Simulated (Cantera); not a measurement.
Feed: 1 mol BN, 16 mol F₂, 17 mol H₂, 15 mol H₂O, at 30.0 mbar.

Equilibrium computed with Cantera from the NASA thermochemical tables; the gas is ideal and each condensed phase is pure. Candidate condensed phases: B, BN, B₂O₃, B₃O₃H₃, H₂O; 62 gas species. Equilibrium is a limit: real reactors are often held back by kinetics, nucleation or transport.

Task: At 1500 °C, list the 4 most abundant gas species with their mole fractions, and the condensed phases.

Result: HF 0.635, H₂O 0.283, H₂ 0.0509, BOF 0.0171. Condensed: gas only.
